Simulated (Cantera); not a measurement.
Standard-state values (1 bar) from the NASA 1993 polynomials, evaluated with Cantera. Values are per mole of reaction as written; species without (g) are pure solids or liquids, kept so even where they would boil at 1 bar.

V + O2(g) → 0.5 V2O4

```json
[
 {"T (K)": "1375", "ΔH° (kJ)": "-693.8", "ΔS° (J/K)": "-148.9", "ΔG° (kJ)": "-489.1", "log10 K": "18.58", "condensed phases": "V(s), V2O4(s)"},
 {"T (K)": "1475", "ΔH° (kJ)": "-692.4", "ΔS° (J/K)": "-147.8", "ΔG° (kJ)": "-474.3", "log10 K": "16.80", "condensed phases": "V(s), V2O4(s)"},
 {"T (K)": "1575", "ΔH° (kJ)": "___", "ΔS° (J/K)": "___", "ΔG° (kJ)": "___", "log10 K": "___", "condensed phases": "V(s), V2O4(s)"},
 {"T (K)": "1675", "ΔH° (kJ)": "-689.5", "ΔS° (J/K)": "-146.0", "ΔG° (kJ)": "-444.9", "log10 K": "13.87", "condensed phases": "V(s), V2O4(s)"},
 {"T (K)": "1775", "ΔH° (kJ)": "-688.2", "ΔS° (J/K)": "-145.3", "ΔG° (kJ)": "-430.4", "log10 K": "12.66", "condensed phases": "V(s), V2O4(s)"},
 {"T (K)": "1875", "ΔH° (kJ)": "-629.9", "ΔS° (J/K)": "-113.2", "ΔG° (kJ)": "-417.7", "log10 K": "11.64", "condensed phases": "V(s), V2O4(l)"},
 {"T (K)": "1975", "ΔH° (kJ)": "___", "ΔS° (J/K)": "___", "ΔG° (kJ)": "___", "log10 K": "___", "condensed phases": "V(s), V2O4(l)"},
 {"T (K)": "2075", "ΔH° (kJ)": "___", "ΔS° (J/K)": "___", "ΔG° (kJ)": "___", "log10 K": "___", "condensed phases": "V(s), V2O4(l)"},
 {"T (K)": "2175", "ΔH° (kJ)": "___", "ΔS° (J/K)": "___", "ΔG° (kJ)": "___", "log10 K": "___", "condensed phases": "V(s), V2O4(l)"}
]
```

### Question
What belongs in the gaps?

### Answer

- 1575, ΔH° (kJ): -690.9
- 1575, ΔS° (J/K): -146.9
- 1575, ΔG° (kJ): -459.6
- 1575, log10 K: 15.24
- 1975, ΔH° (kJ): -626.9
- 1975, ΔS° (J/K): -111.7
- 1975, ΔG° (kJ): -406.4
- 1975, log10 K: 10.75
- 2075, ΔH° (kJ): -624.2
- 2075, ΔS° (J/K): -110.3
- 2075, ΔG° (kJ): -395.3
- 2075, log10 K: 9.95
- 2175, ΔH° (kJ): -621.6
- 2175, ΔS° (J/K): -109.1
- 2175, ΔG° (kJ): -384.4
- 2175, log10 K: 9.23
